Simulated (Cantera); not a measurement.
Input (Python, Cantera):

```python
import numpy as np
import cantera as ct

gas = ct.Solution("gri30.yaml")
gas.TPX = 1350, 39000, {'C3H8': 1, 'O2': 2.5, 'N2': 9.4}
reactor = ct.IdealGasReactor(gas, energy="on", clone=False)
net = ct.ReactorNet([reactor])
net.rtol, net.atol = 1e-08, 1e-16
show = ['C3H8', 'O2', 'HO2', 'CH2CO', 'H', 'CO']
times = np.geomspace(4e-06, 0.2, 15)

steps = ct.SolutionArray(gas, extra=["t"])
rows = []
print(f"{'t/s':>10s}{'T/K':>9s}{'P/Pa':>11s}" + "".join(f"{s:>11s}" for s in show))
for t in times:
    while net.time < t:
        t_next = net.step()
        steps.append(gas.state, t=t_next)
    rows.append([np.interp(t, steps.t, y) for y in (steps.T, steps.P, *steps(*show).X.T)])
    print(f"{t:10.3e}{rows[-1][0]:9.1f}{rows[-1][1]:11.4g}" + "".join(f"{x:11.3e}" for x in rows[-1][2:]))
rate = np.gradient(steps.T, steps.t)
print("integrator steps:", len(steps.t))
if steps.T.max() > steps.T[0] + 200:
    print(f"time of steepest temperature rise: {steps.t[rate.argmax()]:.4e} s")
gas.TPX = 1350, 39000, {'C3H8': 1, 'O2': 2.5, 'N2': 9.4}
gas.equilibrate("UV")
print(f"equilibrium (UV): T = {gas.T:.1f} K  " + "  ".join(f"{s} {gas[s].X[0]:.3e}" for s in show))
```

Result:

```
       t/s      T/K       P/Pa       C3H8         O2        HO2      CH2CO          H         CO
 4.000e-06   1349.6  3.899e+04  7.747e-02  1.938e-01  7.656e-06  4.617e-11  9.884e-07  1.376e-09
 8.664e-06   1349.1  3.898e+04  7.739e-02  1.937e-01  2.562e-05  1.270e-09  1.492e-06  1.631e-08
 1.876e-05   1348.1  3.896e+04  7.720e-02  1.936e-01  6.358e-05  2.271e-08  2.089e-06  2.100e-07
 4.064e-05   1346.2  3.893e+04  7.659e-02  1.933e-01  8.664e-05  3.835e-07  3.401e-06  3.495e-06
 8.803e-05   1344.4  3.895e+04  7.486e-02  1.925e-01  5.929e-05  4.554e-06  4.217e-06  3.879e-05
 1.907e-04   1344.6  3.911e+04  7.080e-02  1.905e-01  6.525e-05  3.410e-05  5.208e-06  2.511e-04
 4.130e-04   1353.1  3.982e+04  6.009e-02  1.842e-01  1.131e-04  2.519e-04  9.549e-06  1.610e-03
 8.944e-04   2773.4  1.028e+05  2.072e-26  5.789e-05  4.881e-08  1.697e-10  1.429e-02  1.636e-01
 1.937e-03   2708.6  1.008e+05  4.505e-35  1.246e-04  8.837e-08  2.848e-14  2.117e-02  1.626e-01
 4.196e-03   2707.7  1.008e+05  4.342e-35  1.253e-04  8.866e-08  2.817e-14  2.124e-02  1.626e-01
 9.088e-03   2707.7  1.008e+05  4.347e-35  1.252e-04  8.863e-08  2.819e-14  2.124e-02  1.626e-01
 1.968e-02   2707.7  1.008e+05  4.347e-35  1.252e-04  8.862e-08  2.819e-14  2.124e-02  1.626e-01
 4.263e-02   2707.7  1.008e+05  4.347e-35  1.252e-04  8.862e-08  2.819e-14  2.124e-02  1.626e-01
 9.234e-02   2707.7  1.008e+05  4.347e-35  1.252e-04  8.862e-08  2.819e-14  2.124e-02  1.626e-01
 2.000e-01   2707.7  1.008e+05  4.347e-35  1.252e-04  8.862e-08  2.819e-14  2.124e-02  1.626e-01
integrator steps: 1846
time of steepest temperature rise: 7.3427e-04 s
equilibrium (UV): T = 2707.7 K  C3H8 5.814e-35  O2 1.252e-04  HO2 8.862e-08  CH2CO 3.037e-14  H 2.124e-02  CO 1.626e-01
```

Computed with Cantera and GRI-Mech 3.0 (53 species, 325 reactions). GRI-Mech 3.0 was tuned for natural gas; its chemistry of propane as a main component is partial and can be far from experiment.
